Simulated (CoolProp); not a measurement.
Properties of carbon dioxide along the isobar 24.6 MPa (Tc = 304.1 K, pc = 7.377 MPa, ω = 0.224).

Model: reference Helmholtz-energy equation of state, Span 1996, in CoolProp.

```csv
T (K),phase,density (kg/m³),cv (kJ/(kg K)),isothermal compressibility (1/MPa),expansivity (1/kK)
233.2,liquid,1171,0.9736,0.001625,2.667
254.2,liquid,1103,0.9478,0.002304,3.033
275.1,liquid,1030,0.9292,0.003403,3.545
296,liquid,949.7,0.9175,0.005296,4.270
317,supercritical,859.4,0.9125,0.008755,5.307
337.9,supercritical,758.7,0.9110,0.01503,6.654
358.9,supercritical,650.9,0.9090,0.02456,7.807
379.8,supercritical,551.5,0.9039,0.03375,7.850
400.8,supercritical,471.6,0.8968,0.03911,6.971
421.7,supercritical,412.3,0.8902,0.04109,5.897
442.7,supercritical,367.9,0.8863,0.04149,4.982
463.6,supercritical,334.1,0.8855,0.04132,4.279
484.6,supercritical,307.2,0.8872,0.04097,3.739
```
